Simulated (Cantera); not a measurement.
What does this Cantera script print?

```python
import numpy as np
import cantera as ct

gas_names = """
    H H2 N NH NH2 NH3 N2 N2H2 N2H4 V VN
""".split()
cond_names = """
    V(cr) V(L) VN(s)
""".split()


# ... load() reads the species with a 1 bar reference pressure and builds the phases ...
atoms = {
    'V': {'V': 1},
    'NH3': {'N': 1, 'H': 3},
}
top_T = {'VN(s)': 2300}  # K; cautious upper limits of use, not melting points


# ... equilibrate(T, P, feed) seeds the gas with the atoms and calls Mixture.equilibrate('TP', solver="vcs", rtol=1e-11, max_steps=5000) ...
results = []
feed = {'V': 1, 'NH3': 1.6}  # mol
T = 1275  # K
P = 43  # Pa
mix = equilibrate(T, P, feed)
results.append((T, P, feed, dict(zip(mix.species_names, mix.species_moles))))
x = sorted(zip(gas.X, gas.species_names), reverse=True)
print(f"T = {T:g} K  P = {P:g} Pa  gas = {mix.phase_moles(0):.4g} mol")
print("   x: " + "  ".join(f"{s} {v:.3e}" for v, s in x if v > 1e-06))
print("   condensed (mol): " + ("  ".join(f"{mix.phase(i).name} {mix.phase_moles(i):.4g}"
      for i in range(1, mix.n_phases) if mix.phase_moles(i) > 1e-12) or "none"))
```

Output:

```
T = 1275 K  P = 43 Pa  gas = 2.7 mol
   x: H2 8.889e-01  N2 1.111e-01  H 3.351e-05
   condensed (mol): VN(s) 1
```

These are equilibrium values from Cantera (NASA tables, ideal gas, pure condensed phases), not measurements of a reactor. VN: taken at fixed stoichiometry. Condensed phases not in the tables: V2N.
